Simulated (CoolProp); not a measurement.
A simple Rankine cycle with isobutene: condensing at 295.15 K, boiler at 1.11 MPa, turbine inlet 353.6 K, turbine efficiency 0.65, pump efficiency 0.7, no recuperator. Each further row changes one setting.

Values from CoolProp's reference Helmholtz-energy equation of state, Lemmon 2005. It is a short technical equation, of lower accuracy than the large ones.

```
case                             thermal efficiency (%)  net work (kJ/kg)  heat in (kJ/kg)  turbine exit temperature (K)  volume ratio over the turbine
-------------------------------  ----------------------  ----------------  ---------------  ----------------------------  -----------------------------
as stated                                           8.3              36.2              436                         316.9                           4.19
turbine inlet 373.6 K                               8.3              39.9              479                         338.9                           4.09
condensing temperature 287.15 K                     9.5              43.0              455                         311.4                           5.38
boiler pressure 0.777 MPa                           6.4              29.0              450                         328.5                           2.82
turbine efficiency 0.55                             6.9              30.3              436                         320.2                           4.24
```
